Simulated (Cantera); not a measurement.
Input: 1 mol C, 0.29 mol NH3, 0.44 mol H2, equilibrated at 875 K and 55.0 mbar.

Method: chemical equilibrium by Gibbs-energy minimisation in Cantera with the NASA 1993 tables (ideal gas, pure condensed phases). Candidate condensed phases: C, C6H6, C7H8, C8H18; 92 gas species. Kinetics and transport are ignored.

Base state: H2 0.839, N2 0.145, CH4 0.0169, NH3 2.39e-5 (mole fractions); condensed: C(graphite).

Task: What changes in the equilibrium state with this change: temperature from 875 K to 2598.15 K?

Result: 
| species | before | after |
|---|---|---|
| H2 | 0.839 | 0.705 |
| H | <1e-9 | 0.136 |
| N2 | 0.145 | 0.118 |
| C2H2 (acetylene) | <1e-9 | 0.0113 |
| HCN | 1.83e-7 | 0.0258 |
| CH4 | 0.0169 | 3.52e-6 |
| HNC | <1e-9 | 0.00337 |
| CN | <1e-9 | 0.000330 |
| C(graphite), mol | 0.983 | 0.942 |
